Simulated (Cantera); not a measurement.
A counterflow diffusion flame at 2.80 bar, nozzles 20 mm apart: fuel side 45.5 % CH₄, 54.5 % N₂ at 350 K, oxidiser side 18.0 % O₂, 82.0 % N₂ at 650 K, fuel mass flux 0.99 times the oxidiser's; mixture-averaged transport, no radiation.

Cantera simulation using GRI-Mech 3.0 (53 species, 325 reactions); the numbers are that mechanism's predictions, not measurements. GRI-Mech 3.0 has no aromatics or soot, which form on the fuel side of real flames. The maximum strain rate includes the flame's own expansion and is several times the mean.

x: mole fraction; the columns are a selection and need not sum to one.

```csv
oxidiser flux (kg/m²/s),max strain (1/s),mean strain (1/s),T max (K),peak x OH,peak x H,peak x NO,peak x CO,peak x C₂H₂
0.7,…,39.5,2023,0.00387,0.00128,0.000176,0.0275,0.00576
0.89,…,50.2,2015,0.00392,0.00133,0.000166,0.0274,0.00528
1.1,…,62.0,2006,0.00396,0.00137,0.000156,0.0274,0.00485
1.4,…,78.9,1996,0.00398,0.00142,0.000143,0.0274,0.00440
1.8,…,101,1986,0.00401,0.00146,0.000129,0.0276,0.00399
2.3,…,130,1974,0.00400,0.00150,0.000114,0.0277,0.00360
3,…,169,1959,0.00397,0.00154,9.63e-5,0.0280,0.00320
3.8,…,214,1942,0.00388,0.00154,7.92e-5,0.0282,0.00282
4.8,…,271,1922,0.00374,0.00153,6.20e-5,0.0285,0.00242
```

Task: What belongs in the gaps?

Result: 
- 0.7, max strain (1/s): 166
- 0.89, max strain (1/s): 207
- 1.1, max strain (1/s): 252
- 1.4, max strain (1/s): 316
- 1.8, max strain (1/s): 401
- 2.3, max strain (1/s): 507
- 3, max strain (1/s): 653
- 3.8, max strain (1/s): 819
- 4.8, max strain (1/s): 1020
